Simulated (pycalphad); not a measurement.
Source of the numbers: pycalphad with the COST 507 light-alloy database (1999); pressure 1 atm. The data set is of 1999 and partly superseded. Phase fractions are per mole of atoms.

**Question.** Give the equilibrium state of Si-85.65Al (at.%) at 670 K.

**Answer.** 
```
T = 670.00 K, P = 101325 Pa, N = 1 mol of atoms
G = -22367 J/mol, H = 9841 J/mol, S = 48.07 J/(mol K)  (SER reference)
chemical potentials (J/mol): Si -16354, Al -23375
phase             fraction      x(Si)      x(Al)
FCC_A1              0.8586     0.0024     0.9976
DIAMOND_A4          0.1414     1.0000   1.22e-08
```

**Question.** Give the equilibrium state of Si-85.65Al (at.%) at 870 K.

**Answer.** 
```
T = 870.00 K, P = 101325 Pa, N = 1 mol of atoms
G = -33155 J/mol, H = 30149 J/mol, S = 72.76 J/(mol K)  (SER reference)
chemical potentials (J/mol): Si -24461, Al -34612
phase             fraction      x(Si)      x(Al)
LIQUID              0.9877     0.1328     0.8672
DIAMOND_A4          0.0123     1.0000   1.22e-06
```

FCC_A1 is fcc; DIAMOND_A4 is diamond (Si).
